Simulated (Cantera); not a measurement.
Input: 1 mol Si₃N₄, 3.5 mol H₂, at 1827 °C and 1.33 mbar.

These are equilibrium values from Cantera (NASA tables, ideal gas, pure condensed phases), not measurements of a reactor. Candidate condensed phases: Si, Si₃N₄; 18 gas species. The tables' values for SiN are old estimates; treat these amounts as uncertain. Gases not in the tables: Si₂H₆ and higher silanes. Kinetics and transport are ignored.

Base state: H₂ 0.520, N₂ 0.315, Si 0.100, H 0.0615, SiH 0.00143, Si₂ 0.00130, Si₂N 0.000510, SiN 0.000425 (mole fractions); condensed: Si(l).

**Question.** What changes in the equilibrium state with this change: temperature from 1827 °C to 1127 °C?

**Answer.** 
```json
[
 {"species": "H₂", "before": "0.520", "after": "0.996"},
 {"species": "N₂", "before": "0.315", "after": "0.00430"},
 {"species": "H", "before": "0.0615", "after": "0.000133"},
 {"species": "Si", "before": "0.100", "after": "6.17e-7"},
 {"species": "Si₂", "before": "0.00130", "after": "<1e-9"},
 {"species": "Si₃", "before": "0.000266", "after": "<1e-9"},
 {"species": "Si(l), mol", "before": "2.32", "after": "0"},
 {"species": "Si(s), mol", "before": "0", "after": "0.0227"},
 {"species": "Si₃N₄(s), mol", "before": "0", "after": "0.992"}
]
```
Mutual solubility and eutectic melting of coexisting phases are not modelled.

**Question.** What changes in the equilibrium state with this change: temperature from 1827 °C to 925 °C?

**Answer.** 
```tsv
species	before	after
H₂	0.520	1.000
N₂	0.315	2.02e-5
H	0.0615	5.22e-6
Si	0.100	<1e-9
SiH₂	9.48e-5	1.15e-8
SiH	0.00143	<1e-9
Si₂	0.00130	<1e-9
Si₂N	0.000510	<1e-9
Si(l), mol	2.32	0
Si₃N₄(s), mol	0	1.000
```
